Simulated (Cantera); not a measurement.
An isothermal plug-flow reactor at 650 K and 5.00 bar (inlet), inlet velocity 0.32 m/s, active area per volume 100 1/m; feed H2 : O2 : N2 = 0.0044 : 0.04 : 0.79 (molar parts), equivalence ratio 0.055.

Model: Deutschmann's 1995 Pt surface mechanism with GRI-Mech 3.0 gas chemistry, integrated in Cantera. Catalytic surfaces can have several steady states; this one follows from the mechanism file's or the stated starting coverage. Mass transfer to the wall is taken as infinitely fast.

### Question
What does this change do: inlet velocity 0.32 to 1.4 m/s?

### Answer
```json
[
 {"quantity": "x(H2) at z = 0.0054 m", "before": "0.000468", "after": "0.00160"},
 {"quantity": "x(O2) at z = 0.0054 m", "before": "0.0456", "after": "0.0462"},
 {"quantity": "x(H2O) at z = 0.0054 m", "before": "0.00482", "after": "0.00369"},
 {"quantity": "θ(free Pt) at the exit", "before": "0.0178", "after": "0.0595"},
 {"quantity": "θ(O*) at the exit", "before": "0.976", "after": "0.931"},
 {"quantity": "θ(OH*) at the exit", "before": "0.00587", "after": "0.00975"}
]
```
